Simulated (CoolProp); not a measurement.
Aqueous sodium chloride as a coolant, at -4 °C, 1 atm.

The numbers come from the Melinder's fits for secondary coolants in CoolProp.

```json
[
 {"mass %": "8.1", "freezing point (°C)": "-5.1", "conductivity (W/(m K))": "0.550", "Prandtl number": "15.5", "viscosity (mPa s)": "2.27", "cp (kJ/(kg K))": "3.759"},
 {"mass %": "9.9", "freezing point (°C)": "-6.5", "conductivity (W/(m K))": "…", "Prandtl number": "15.8", "viscosity (mPa s)": "2.35", "cp (kJ/(kg K))": "3.684"},
 {"mass %": "11.7", "freezing point (°C)": "-7.9", "conductivity (W/(m K))": "0.548", "Prandtl number": "16.2", "viscosity (mPa s)": "2.45", "cp (kJ/(kg K))": "3.617"},
 {"mass %": "13.4", "freezing point (°C)": "-9.4", "conductivity (W/(m K))": "0.547", "Prandtl number": "16.6", "viscosity (mPa s)": "2.55", "cp (kJ/(kg K))": "…"},
 {"mass %": "15.2", "freezing point (°C)": "-11.1", "conductivity (W/(m K))": "0.546", "Prandtl number": "17.2", "viscosity (mPa s)": "2.67", "cp (kJ/(kg K))": "3.504"},
 {"mass %": "17", "freezing point (°C)": "-13.0", "conductivity (W/(m K))": "0.544", "Prandtl number": "17.8", "viscosity (mPa s)": "2.81", "cp (kJ/(kg K))": "…"},
 {"mass %": "18.7", "freezing point (°C)": "-14.9", "conductivity (W/(m K))": "0.543", "Prandtl number": "18.6", "viscosity (mPa s)": "2.96", "cp (kJ/(kg K))": "3.409"}
]
```

**Question.** Complete the blanks.

**Answer.** 
- 9.9, conductivity (W/(m K)): 0.549
- 13.4, cp (kJ/(kg K)): 3.559
- 17, cp (kJ/(kg K)): 3.453
